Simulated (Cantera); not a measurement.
Input: 1 mol B₂O₃, 0.29 mol NH₃, 140 mol H₂, equilibrated at 6500 Pa.

Cantera equilibrium calculation (NASA polynomials, part measured and part estimated; ideal gas, pure solids and liquids). Candidate condensed phases: B, BN, B₂O₃, B₃O₃H₃, H₂O; 39 gas species. Mutual solubility and eutectic melting of coexisting phases are not modelled. Equilibrium is a limit: real reactors are often held back by kinetics, nucleation or transport.

Question: At 1148 K, list the 4 most abundant gas species with their mole fractions, and the condensed phases.

Answer: H₂ 0.999, N₂ 0.000909, H₂O 0.000355, HBO₂ 2.83e-5. Condensed: BN(s) + B₂O₃(l).
